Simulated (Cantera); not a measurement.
# Premixed flame

A freely propagating, adiabatic, planar premixed flame of 11.8 % CH4, 19.6 % O2, 68.6 % N2, equivalence ratio 1.2, unburnt at 350 K and 293 Torr; mixture-averaged transport, grid criteria slope 0.08 and curve 0.16, no radiation.

Computed with Cantera and GRI-Mech 3.0 (53 species, 325 reactions). Burning velocities carry a grid error of a few per cent, more on coarse grids.

```
z (mm)  T (K)  u (m/s)    x CH4     x O2    x C2H     x H2O    x HCO       x H
------  -----  -------  -------  -------  -------  --------  -------  --------
-2.52     350    0.660    0.118    0.196    <1e-8   6.30e-6    <1e-8     <1e-8
-1.68     351    0.663    0.117    0.196    <1e-8  0.000102    <1e-8     <1e-8
-1.26     357    0.676    0.116    0.195    <1e-8  0.000732    <1e-8     <1e-8
-0.840    426    0.816    0.111    0.189    <1e-8   0.00815    <1e-8   3.57e-7
-0.420    934     1.83   0.0772    0.149    <1e-8    0.0600  8.27e-7  0.000227
-0.210   1387     2.76   0.0418    0.103  1.31e-8     0.108  2.07e-5   0.00125
0        1776     3.57   0.0108   0.0519  5.15e-7     0.152  7.12e-5   0.00475
0.210    1944     3.91  0.00108   0.0222  6.97e-7     0.175  3.20e-5   0.00945
0.420    1984     3.98  5.91e-5   0.0112  9.88e-8     0.181  3.23e-6    0.0122
0.840    2008     4.01  1.36e-7  0.00638    <1e-8     0.181  7.55e-8    0.0133
1.68     2034     4.05    <1e-8  0.00512    <1e-8     0.181  5.64e-8    0.0124
3.36     2069     4.11    <1e-8  0.00418    <1e-8     0.184  4.65e-8    0.0105
6.72     2113     4.19    <1e-8  0.00303    <1e-8     0.187  3.50e-8   0.00814
```
x: mole fraction of selected species; z is measured from the peak of heat release.

```yaml
laminar_burning_velocity: 65.9 cm/s
thermal_thickness: 0.840 mm
peak x(C2H): 8.96e-7
peak x(HCO): 7.17e-5
peak x(H): 0.0133
grid_points: 154
```
